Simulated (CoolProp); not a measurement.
Decamethylcyclopentasiloxane (D5) along the isotherm 599.5 K: Z from the reference equation and from simpler models built on Tc = 618.3 K, pc = 1078 kPa, ω = 0.631; each cubic takes its own stable root.

The numbers come from the reference Helmholtz-energy equation of state, Thol 2019 in CoolProp.

```
p (kPa)   phase  reference
-------  ------  ---------
5.11        gas     0.9981
7.5         gas     0.9972
11          gas     0.9959
16.2        gas     0.9939
23.7        gas     0.9911
34.8        gas     0.9869
51.1        gas     0.9807
75          gas     0.9715
110         gas     0.9578
162         gas     0.9369
237         gas     0.9054
348         gas     0.8556
511         gas     0.7726
750         gas     0.6094
1100     liquid     0.1533
1620     liquid     0.2149
```

How far does each simpler model (van der Waals, Peng-Robinson) lie from the reference over these 16 states: mean and median of the absolute difference, and the worst?


- van der Waals: mean 10.0 %, median 0.7 %, worst +70.5 % at 599.5 K and 1100 kPa
- Peng-Robinson: mean 1.5 %, median 0.2 %, worst +12.3 % at 599.5 K and 1100 kPa
